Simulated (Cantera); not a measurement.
# Thermodynamics of iron carbonyl, mercury and lead vapours, feed Pb + H₂

Input: 1 mol Pb, 0.19 mol H₂, equilibrated at 0.100 bar.

These are equilibrium values from Cantera (NASA tables, ideal gas, pure condensed phases), not measurements of a reactor. Candidate condensed phases: Pb; 4 gas species. Equilibrium is a limit: real reactors are often held back by kinetics, nucleation or transport.

From 177 °C to 277 °C the condensed part is Pb(s). From 377 °C to 977 °C the condensed part is Pb(l).

| T (°C) | log p H₂ | log p Pb | log p H | log p Pb₂ | n Pb(s) | n Pb(l) |
|---|---|---|---|---|---|---|
| 177 | -1.00 | <-13 | <-13 | <-13 | 1.00 | 0 |
| 277 | -1.00 | -12.82 | <-13 | <-13 | 1.00 | 0 |
| 377 | -1.00 | -10.03 | <-13 | <-13 | 0 | 1.00 |
| 477 | -1.00 | -8.02 | -13.00 | <-13 | 0 | 1.00 |
| 577 | -1.00 | -6.50 | -11.19 | <-13 | 0 | 1.000 |
| 677 | -1.00 | -5.30 | -9.75 | -11.14 | 0 | 1.000 |
| 777 | -1.00 | -4.33 | -8.59 | -9.53 | 0 | 1.000 |
| 877 | -1.00 | -3.54 | -7.63 | -8.20 | 0 | 0.999 |
| 977 | -1.01 | -2.87 | -6.82 | -7.09 | 0 | 0.997 |
log p: log10 of the partial pressure in bar; n: condensed amount in mol.
